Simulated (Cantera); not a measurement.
Feed: 1 mol Si3N4, 0.054 mol Si, 1.4 mol H2, held at 1 atm.

These are equilibrium values from Cantera (NASA tables, ideal gas, pure condensed phases), not measurements of a reactor. Candidate condensed phases: Si, Si3N4; 18 gas species. Mutual solubility and eutectic melting of coexisting phases are not modelled. Gases not in the tables: Si2H6 and higher silanes. Equilibrium is a limit: real reactors are often held back by kinetics, nucleation or transport. All values below are at 1525 °C.

Base state: H2 0.991, N2 0.00841, H 0.000348, SiH2 2.93e-5 (mole fractions); condensed: Si(l) + Si3N4(s).

**Question.** What changes in the equilibrium state with this change: pressure from 1 atm to 6.10 mbar?

**Answer.** 
```
species          before     after
-------------  --------  --------
N2              0.00841     0.587
H2                0.991     0.409
H              0.000348   0.00288
Si              3.04e-6  0.000506
SiN             1.25e-7   1.35e-5
Si2N            2.02e-7   2.17e-5
SiH             3.50e-6   2.90e-5
Si(l), mol       0.0718      3.05
Si3N4(s), mol     0.994         0
```
The tables' values for SiN are old estimates; treat these amounts as uncertain.
